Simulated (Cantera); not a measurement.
Charge: 1 mol Si, 0.9 mol Cl2, at 675 °C and 0.110 bar.

These are equilibrium values from Cantera (NASA tables, ideal gas, pure condensed phases), not measurements of a reactor. Candidate condensed phases: Si; 9 gas species. The tables' values for SiCl3 are old estimates; treat these amounts as uncertain. Rates play no part.

Problem. What is the equilibrium state?

Solution. 
- x(SiCl4): 0.994
- x(SiCl3): 0.00496
- x(SiCl2): 0.000837
- n(Si(s)): 0.549 mol
- gas amount: 0.4507 mol
